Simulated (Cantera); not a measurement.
An adiabatic, constant-volume homogeneous reactor starts with 40.2 % H2, 12.5 % O2, 47.0 % N2, 0.345 % NO, at 1450 K and 0.839 atm.

Model: GRI-Mech 3.0 (53 species, 325 reactions), integrated in Cantera.

One state of this run: T (K) = 2975; P (bar) = 1.59; x H2 = 0.162; x O2 = 0.00240; x NO = 0.00402; x OH = 0.0228; x H2O2 = 2.50e-7. x: mole fraction; the columns are a selection and need not sum to one.

### Question
Which value of t (s) does it belong to?
A. 3.03e-5
B. 0.315
C. 3.00e-6
D. 9.53e-6

### Answer
B, 0.315
